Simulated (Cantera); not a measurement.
A Cantera script and its output.

```python
import numpy as np
import cantera as ct

gas = ct.Solution("gri30.yaml")
gas.TPX = 1725, 910000, {'CO': 1, 'H2': 0.25, 'CH4': 0.054, 'O2': 0.883, 'N2': 3.32}
reactor = ct.IdealGasConstPressureReactor(gas, energy="on", clone=False)
net = ct.ReactorNet([reactor])
net.rtol, net.atol = 1e-08, 1e-16
show = ['CO', 'H2', 'CH4', 'N2O', 'C2H2', 'HO2']
times = np.geomspace(3e-06, 3, 10)

steps = ct.SolutionArray(gas, extra=["t"])
rows = []
print(f"{'t/s':>10s}{'T/K':>9s}{'P/Pa':>11s}" + "".join(f"{s:>11s}" for s in show))
for t in times:
    while net.time < t:
        t_next = net.step()
        steps.append(gas.state, t=t_next)
    rows.append([np.interp(t, steps.t, y) for y in (steps.T, steps.P, *steps(*show).X.T)])
    print(f"{t:10.3e}{rows[-1][0]:9.1f}{rows[-1][1]:11.4g}" + "".join(f"{x:11.3e}" for x in rows[-1][2:]))
rate = np.gradient(steps.T, steps.t)
print("integrator steps:", len(steps.t))
if steps.T.max() > steps.T[0] + 200:
    print(f"time of steepest temperature rise: {steps.t[rate.argmax()]:.4e} s")
gas.TPX = 1725, 910000, {'CO': 1, 'H2': 0.25, 'CH4': 0.054, 'O2': 0.883, 'N2': 3.32}
gas.equilibrate("HP")
print(f"equilibrium (HP): T = {gas.T:.1f} K  " + "  ".join(f"{s} {gas[s].X[0]:.3e}" for s in show))
```

Output:

```
       t/s      T/K       P/Pa         CO         H2        CH4        N2O       C2H2        HO2
 3.000e-06   2243.4    9.1e+05  1.313e-01  5.991e-03  5.820e-14  1.450e-06  1.707e-15  5.796e-05
 1.392e-05   2903.1    9.1e+05  7.048e-02  3.904e-03  1.584e-15  2.374e-06  1.497e-17  1.784e-05
 6.463e-05   2971.9    9.1e+05  6.300e-02  3.441e-03  1.943e-15  2.720e-06  1.853e-17  1.860e-05
 3.000e-04   2958.6    9.1e+05  6.285e-02  3.468e-03  2.042e-15  2.913e-06  1.827e-17  1.695e-05
 1.392e-03   2956.3    9.1e+05  6.284e-02  3.472e-03  2.059e-15  2.962e-06  1.823e-17  1.668e-05
 6.463e-03   2956.3    9.1e+05  6.284e-02  3.472e-03  2.059e-15  2.962e-06  1.823e-17  1.668e-05
 3.000e-02   2956.3    9.1e+05  6.284e-02  3.472e-03  2.059e-15  2.962e-06  1.823e-17  1.668e-05
 1.392e-01   2956.3    9.1e+05  6.284e-02  3.472e-03  2.059e-15  2.962e-06  1.823e-17  1.668e-05
 6.463e-01   2956.3    9.1e+05  6.284e-02  3.472e-03  2.059e-15  2.962e-06  1.823e-17  1.668e-05
 3.000e+00   2956.3    9.1e+05  6.284e-02  3.472e-03  2.059e-15  2.962e-06  1.823e-17  1.668e-05
integrator steps: 1428
time of steepest temperature rise: 1.8045e-06 s
equilibrium (HP): T = 2956.3 K  CO 6.284e-02  H2 3.472e-03  CH4 2.856e-15  N2O 2.962e-06  C2H2 1.941e-17  HO2 1.668e-05
```

Cantera simulation using GRI-Mech 3.0 (53 species, 325 reactions); the numbers are that mechanism's predictions, not measurements.
